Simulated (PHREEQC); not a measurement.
## Ultrapure water in contact with air or piping: an equilibrium model

Synthetic water in mmol/kgw, 20 °C, pH 6.85, pe 9.2:

| constituent | mmol/kgw |
|---|---|
| Na | 0.000449 |
| K | 0.000113 |
| Ca | 0.000203 |
| Mg | 0.000343 |
| Cl | 0.000113 |
| S(6) | 0.00061 |
| Alkalinity (meq/kgw) | 0.000377 |
| Zn | 3.17e-05 |
| F | 6.29e-06 |
| Br | 1.89e-07 |
| O(0) (counted as O atoms) | 2.85e-06 |
| Si | 1.58e-05 |

Valence states are taken as typed.

The numbers come from PHREEQC with the ion-association model, phreeqc.dat.

No solid was allowed to form.

Q: Predict the charge-balance error.

A: charge-balance error 0.0 %.

Q: In which forms is C present?

A: HCO3- 75 %, CO2 25 % of the C.

SiF6-2 is the database's only silicon fluoride.
